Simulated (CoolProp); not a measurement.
Vapour-liquid equilibrium of R125 (1) + R227EA (2) at 5.25 °C; x and y are mole fractions of (1).

Values from CoolProp's multi-fluid Helmholtz-energy mixture model, Lemmon 2005 and Lemmon 2016; pair parameters Bell 2016.

Problem. Give the bubble pressure and the first vapour's composition at x = 0.05, 0.5, 0.65. Is there an azeotrope?

Solution. x = 0.05: 261.8 kPa, y = 0.132; x = 0.5: 501.0 kPa, y = 0.737; x = 0.65: 584.5 kPa, y = 0.836. No azeotrope shows between x = 0.05 and 0.95.

Pair parameters are fitted to limited data, so mixtures are less certain than the pure fluids.
